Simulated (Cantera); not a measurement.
An adiabatic, constant-pressure homogeneous reactor starts with 24.8 % CO, 0.507 % H2, 5.59 % O2, 52.5 % N2, 16.5 % H2O, equivalence ratio 2.3, at 1700 K and 0.200 bar.

Detailed kinetics in Cantera: GRI-Mech 3.0 (53 species, 325 reactions).

x: mole fraction; the columns are a selection and need not sum to one.

```json
[
 {"t (s)": "5.00e-6", "T (K)": "1700", "x CO": "0.248", "x H2": "0.00507", "x O2": "0.0559", "x NO": "<1e-12", "x CO2": "2.07e-7", "x H": "4.39e-8"},
 {"t (s)": "2.48e-5", "T (K)": "1700", "x CO": "0.248", "x H2": "0.00507", "x O2": "0.0559", "x NO": "<1e-12", "x CO2": "2.35e-6", "x H": "8.72e-7"},
 {"t (s)": "0.000123", "T (K)": "1701", "x CO": "0.247", "x H2": "0.00512", "x O2": "0.0555", "x NO": "1.07e-10", "x CO2": "0.000761", "x H": "0.000258"},
 {"t (s)": "0.000608", "T (K)": "1897", "x CO": "0.135", "x H2": "0.0325", "x O2": "0.0147", "x NO": "[?]", "x CO2": "0.115", "x H": "0.0377"},
 {"t (s)": "0.00301", "T (K)": "2145", "x CO": "0.136", "x H2": "0.0292", "x O2": "0.00919", "x NO": "[?]", "x CO2": "0.120", "x H": "0.0185"},
 {"t (s)": "0.0149", "T (K)": "2358", "x CO": "0.130", "x H2": "0.0254", "x O2": "0.00309", "x NO": "[?]", "x CO2": "0.130", "x H": "0.00697"},
 {"t (s)": "0.0740", "T (K)": "2389", "x CO": "0.129", "x H2": "0.0250", "x O2": "0.00204", "x NO": "[?]", "x CO2": "0.131", "x H": "0.00536"},
 {"t (s)": "0.367", "T (K)": "2386", "x CO": "0.130", "x H2": "0.0251", "x O2": "0.00197", "x NO": "0.00151", "x CO2": "0.131", "x H": "0.00531"},
 {"t (s)": "1.82", "T (K)": "2386", "x CO": "0.130", "x H2": "0.0251", "x O2": "0.00197", "x NO": "0.00152", "x CO2": "0.131", "x H": "0.00531"},
 {"t (s)": "9.00", "T (K)": "2386", "x CO": "0.130", "x H2": "0.0251", "x O2": "0.00197", "x NO": "0.00152", "x CO2": "0.131", "x H": "0.00531"}
]
```

Complete the blanks.


- 0.000608, x NO: 6.67e-6
- 0.00301, x NO: 4.68e-5
- 0.0149, x NO: 0.000277
- 0.0740, x NO: 0.000952
